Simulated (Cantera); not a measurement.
Cantera run:

```python
import numpy as np
import cantera as ct

gas_names = """
    C CN CO CO2 C2 CCN CNC C2N2 C2O C3 C3O2 C4 C4N2 C5 N NCO NO NO2 NO3 N2 N2O O O2 O3 Si SiC SiC2 SiN
    SiO SiO2 Si2 Si2C Si2N Si3
""".split()
cond_names = """
    C(gr) Si(cr) Si(L) SiC(b) SiO2(Lqz) SiO2(hqz) SiO2(L) Si2N2O(s) Si3N4(a)
""".split()


# ... load() reads the species with a 1 bar reference pressure and builds the phases ...
atoms = {
    'SiC': {'Si': 1, 'C': 1},
    'O2': {'O': 2},
    'N2': {'N': 2},
}
top_T = {'C(gr)': 4500, 'SiC(b)': 3050, 'Si2N2O(s)': 2100, 'Si3N4(a)': 2400}  # K; cautious upper limits of use, not melting points


# ... equilibrate(T, P, feed) seeds the gas with the atoms and calls Mixture.equilibrate('TP', solver="vcs", rtol=1e-11, max_steps=5000) ...
results = []
feed = {'SiC': 1, 'O2': 0.0015, 'N2': 6.1}  # mol
T = 1348.15  # K
P = 210  # Pa
mix = equilibrate(T, P, feed)
results.append((T, P, feed, dict(zip(mix.species_names, mix.species_moles))))
x = sorted(zip(gas.X, gas.species_names), reverse=True)
print(f"T = {T:g} K  P = {P:g} Pa  gas = {mix.phase_moles(0):.4g} mol")
print("   x: " + "  ".join(f"{s} {v:.3e}" for v, s in x if v > 1e-06))
print("   condensed (mol): " + ("  ".join(f"{mix.phase(i).name} {mix.phase_moles(i):.4g}"
      for i in range(1, mix.n_phases) if mix.phase_moles(i) > 1e-12) or "none"))
```

Output:

```
T = 1348.15 K  P = 210 Pa  gas = 6.101 mol
   x: N2 9.997e-01  CO 3.275e-04
   condensed (mol): SiC(b) 0.998  Si2N2O(s) 0.0009965
```

Equilibrium computed with Cantera from the NASA thermochemical tables; the gas is ideal and each condensed phase is pure. N2 is the only nitrogen source here; it is nearly inert below about 1500 K, so the nitride shown seldom forms there in practice. Mutual solubility and eutectic melting of coexisting phases are not modelled.
